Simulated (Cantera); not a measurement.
## Transport properties of process gases

Gas mixture: 100 % N2, at 500000 Pa, frozen composition.

Cantera's kinetic-theory transport with the Lennard-Jones parameters of GRI-Mech 3.0, ideal gas; thermal conductivity in the multicomponent form.

| T (K) | ρ (kg/m³) | cp (J/kg/K) | μ (µPa s) | λ (mW/m/K) | Pr | D (cm²/s) O | D (cm²/s) OH | D (cm²/s) H |
|---|---|---|---|---|---|---|---|---|
| 400 | 4.21 | 1047 | 22.3 | 32.9 | 0.710 | 0.108 | 0.106 | 0.412 |
| 550 | 3.06 | 1065 | 27.9 | 42.0 | 0.707 | 0.186 | 0.182 | 0.715 |
| 700 | 2.41 | 1095 | 32.8 | 50.9 | 0.706 | 0.279 | 0.274 | 1.08 |
| 850 | 1.98 | 1134 | 37.3 | 59.9 | 0.706 | 0.386 | 0.379 | 1.50 |
| 1000 | 1.68 | 1169 | 41.5 | 68.8 | 0.706 | 0.506 | 0.496 | 1.96 |
| 1150 | 1.46 | 1195 | 45.5 | 77.0 | 0.706 | 0.638 | 0.626 | 2.48 |
| 1300 | 1.30 | 1218 | 49.2 | 84.9 | 0.706 | 0.782 | 0.767 | 3.04 |
| 1450 | 1.16 | 1237 | 52.8 | 92.6 | 0.706 | 0.938 | 0.920 | 3.65 |
| 1600 | 1.05 | 1253 | 56.3 | 100 | 0.705 | 1.10 | 1.08 | 4.30 |
D: mixture-averaged diffusion coefficient of that species in the mixture.
